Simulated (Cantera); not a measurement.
A Cantera script and its output.

```python
import numpy as np
import cantera as ct

gas = ct.Solution("gri30.yaml")


def delay(T, t_max=10):
    gas.TPX = T, 101325, {'CO': 1, 'H2': 0.99, 'CH4': 0.055, 'O2': 0.789, 'N2': 2.97, 'H2O': 0.25}
    reactor = ct.IdealGasReactor(gas, clone=False)
    net = ct.ReactorNet([reactor])
    net.rtol, net.atol = 1e-8, 1e-16
    while net.time < t_max:
        t_old, T_old = net.time, reactor.T
        net.step()
        if reactor.T > T + 400:  # ignition: a rise of 400 K
            return t_old + (T + 400 - T_old) / (reactor.T - T_old) * (net.time - t_old)
    return np.nan


taus = []
for T in [1100, 1150, 1200, 1250, 1300, 1350]:
    taus.append(delay(T))
    print(f"T0 = {T:6g} K   tau = {taus[-1]:.4e} s")
```

Result:

```
T0 =   1100 K   tau = 1.5029e-04 s
T0 =   1150 K   tau = 9.6316e-05 s
T0 =   1200 K   tau = 6.8151e-05 s
T0 =   1250 K   tau = 5.1203e-05 s
T0 =   1300 K   tau = 4.0111e-05 s
T0 =   1350 K   tau = 3.2465e-05 s
```

Computed with Cantera and GRI-Mech 3.0 (53 species, 325 reactions). Where the delays flatten at high temperature, the 400 K rule measures the pace of heat release, not the induction time.
